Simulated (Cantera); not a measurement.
# NO annealing gas

An isothermal, constant-pressure homogeneous reactor starts with 9.71 % NO, 90.3 % N2, at 2175 K and 100.0 Torr.

Model: GRI-Mech 3.0 (53 species, 325 reactions), integrated in Cantera.

| t (s) | x NO | x O2 | x N2 | x O | x N2O | x NO2 |
|---|---|---|---|---|---|---|
| 1.00e-5 | 0.0971 | 1.00e-11 | 0.903 | 4.72e-8 | 4.67e-8 | 2.54e-11 |
| 3.94e-5 | 0.0971 | 1.57e-10 | 0.903 | 1.88e-7 | 1.82e-7 | 3.72e-10 |
| 0.000155 | 0.0971 | 2.52e-9 | 0.903 | 7.75e-7 | 6.78e-7 | 4.71e-9 |
| 0.000611 | 0.0971 | 4.35e-8 | 0.903 | 3.52e-6 | 2.18e-6 | 4.20e-8 |
| 0.00241 | 0.0971 | 8.55e-7 | 0.903 | 1.79e-5 | 4.43e-6 | 2.65e-7 |
| 0.00949 | 0.0970 | 1.67e-5 | 0.903 | 8.06e-5 | 4.87e-6 | 1.23e-6 |
| 0.0374 | 0.0963 | 0.000267 | 0.903 | 0.000255 | 4.65e-6 | 3.71e-6 |
| 0.147 | 0.0921 | 0.00228 | 0.905 | 0.000424 | 4.14e-6 | 5.95e-6 |
| 0.580 | 0.0711 | 0.0126 | 0.916 | 0.000759 | 2.38e-6 | 8.65e-6 |
| 2.28 | 0.0176 | 0.0391 | 0.942 | 0.00126 | 2.43e-7 | 3.66e-6 |
| 9.00 | 0.00607 | 0.0448 | 0.948 | 0.00134 | 1.35e-7 | 1.35e-6 |
x: mole fraction; the columns are a selection and need not sum to one.

Equilibrium at this temperature and pressure: NO 0.00606, O2 0.0448, N2 0.948, O 0.00134, N2O 1.35e-7, NO2 1.35e-6 (gas phase only).
